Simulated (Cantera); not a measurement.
A Cantera script and what it prints.

```python
import numpy as np
import cantera as ct

gas_names = """
    H H2 N NH NH2 NH3 N2 N2H2 N2H4 Si SiH SiH2 SiH3 SiH4 SiN Si2 Si2N Si3
""".split()
cond_names = """
    Si(cr) Si(L) Si3N4(a)
""".split()


# ... load() reads the species with a 1 bar reference pressure and builds the phases ...
atoms = {
    'Si3N4': {'Si': 3, 'N': 4},
    'H2': {'H': 2},
}
top_T = {'Si3N4(a)': 2400}  # K; cautious upper limits of use, not melting points


# ... equilibrate(T, P, feed) seeds the gas with the atoms and calls Mixture.equilibrate('TP', solver="vcs", rtol=1e-11, max_steps=5000) ...
results = []
feed = {'Si3N4': 1, 'H2': 0.017}  # mol
T = 1898  # K
P = 100000  # Pa
mix = equilibrate(T, P, feed)
results.append((T, P, feed, dict(zip(mix.species_names, mix.species_moles))))
x = sorted(zip(gas.X, gas.species_names), reverse=True)
print(f"T = {T:g} K  P = {P:g} Pa  gas = {mix.phase_moles(0):.4g} mol")
print("   x: " + "  ".join(f"{s} {v:.3e}" for v, s in x if v > 0.001))
print("   condensed (mol): " + ("  ".join(f"{mix.phase(i).name} {mix.phase_moles(i):.4g}"
      for i in range(1, mix.n_phases) if mix.phase_moles(i) > 1e-12) or "none"))
```

Result:

```
T = 1898 K  P = 100000 Pa  gas = 0.01772 mol
   x: H2 9.591e-01  N2 4.001e-02
   condensed (mol): Si(L) 0.001062  Si3N4(a) 0.9996
```

Method: chemical equilibrium by Gibbs-energy minimisation in Cantera with the NASA 1993 tables (ideal gas, pure condensed phases). Mutual solubility and eutectic melting of coexisting phases are not modelled. Gases not in the tables: Si2H6 and higher silanes.
